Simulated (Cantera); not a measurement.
**Stirred combustor or abatement burner**

A perfectly stirred reactor is fed with 3.76 % C3H8, 20.2 % O2, 76.0 % N2, at 0.474 atm; it is adiabatic with a 450 K inlet, and is followed from long to short residence time, starting on the burning branch (τ in s: 0.043, 0.023, 0.012, 0.0067, 0.0036, 0.0019, 0.001, 0.00056, 0.0003, 0.00016, 8.6e-05, 4.6e-05, 2.5e-05).

Computed with Cantera and GRI-Mech 3.0 (53 species, 325 reactions). GRI-Mech 3.0 was tuned for natural gas; its chemistry of propane as a main component is partial and can be far from experiment.

| τ (s) | T (K) | x C3H8 | x O2 | x C2H2 | x CH2CO | x HCN |
|---|---|---|---|---|---|---|
| 0.043 | 2208 | 5.04e-7 | 0.0211 | 1.50e-6 | 6.05e-7 | 2.14e-7 |
| 0.023 | 2177 | 8.58e-7 | 0.0227 | 2.00e-6 | 1.04e-6 | 2.15e-7 |
| 0.012 | 2136 | 1.47e-6 | 0.0244 | 2.65e-6 | 1.76e-6 | 2.17e-7 |
| 0.0067 | 2096 | 2.38e-6 | 0.0261 | 3.44e-6 | 2.77e-6 | 2.28e-7 |
| 0.0036 | 2050 | 3.99e-6 | 0.0279 | 4.67e-6 | 4.44e-6 | 2.57e-7 |
| 0.0019 | 2002 | 6.93e-6 | 0.0298 | 6.72e-6 | 7.22e-6 | 3.15e-7 |
| 0.0010 | 1955 | 1.24e-5 | 0.0318 | 1.04e-5 | 1.20e-5 | 4.16e-7 |
| 0.00056 | 1912 | 2.19e-5 | 0.0340 | 1.66e-5 | 1.99e-5 | 5.74e-7 |
| 0.00030 | 1864 | 4.32e-5 | 0.0374 | 3.08e-5 | 3.68e-5 | 8.79e-7 |
| 0.00016 | 1800 | 9.95e-5 | 0.0436 | 7.21e-5 | 8.08e-5 | 1.50e-6 |
| 8.6e-5 | 450 | 0.0376 | 0.202 | <1e-12 | <1e-12 | <1e-12 |
| 4.6e-5 | 450 | 0.0376 | 0.202 | <1e-12 | <1e-12 | <1e-12 |
| 2.5e-5 | 450 | 0.0376 | 0.202 | <1e-12 | <1e-12 | <1e-12 |
x: mole fraction; the columns are a selection and need not sum to one.
